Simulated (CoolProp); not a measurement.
Computed with CoolProp (reference Helmholtz-energy equation of state, Smukala 2000).

Problem. For ethylene, give the phase and the Joule-Thomson coefficient (K/MPa) at 53.55 °C and 0.487 MPa.

Solution. 
- 53.55 °C and 0.487 MPa: gas; Joule-Thomson coefficient 8.13
